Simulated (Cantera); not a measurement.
**Gas-phase reforming**

An isothermal, constant-pressure homogeneous reactor starts with 72.5 % CH4, 27.5 % CO2, at 1500 K and 0.260 bar.

Computed with Cantera and GRI-Mech 3.0 (53 species, 325 reactions). GRI-Mech 3.0 stops at C3 and has no aromatics, soot or wall deposition, so with more carbon than oxygen in the feed, carbon stays in small species such as C2H2 where larger ones or solid carbon would form.

```csv
t (s),x CH4,x CO2,x H2O2,x C2H6,x C2H,x CH3
3.00e-5,0.725,0.275,<1e-12,2.09e-9,<1e-12,8.23e-6
9.49e-5,0.725,0.275,<1e-12,6.59e-8,<1e-12,2.60e-5
0.000300,0.725,0.275,<1e-12,1.93e-6,<1e-12,7.88e-5
0.000949,0.724,0.275,<1e-12,3.81e-5,<1e-12,0.000185
0.00300,0.723,0.275,<1e-12,0.000264,<1e-12,0.000279
0.00949,0.719,0.275,<1e-12,0.000899,8.83e-12,0.000415
0.0300,0.700,0.273,<1e-12,0.00156,1.63e-10,0.000519
0.0949,0.635,0.261,<1e-12,0.00110,1.25e-9,0.000442
0.300,0.501,0.227,<1e-12,0.000537,3.69e-9,0.000320
0.949,0.308,0.147,<1e-12,0.000200,7.35e-9,0.000204
3.00,0.122,0.0393,<1e-12,4.48e-5,1.26e-8,0.000101
```
x: mole fraction; the columns are a selection and need not sum to one.

Equilibrium at this temperature and pressure: CH4 0.0305, CO2 1.02e-7, H2O2 <1e-12, C2H6 5.42e-6, C2H 8.29e-9, CH3 2.81e-5 (gas phase only).
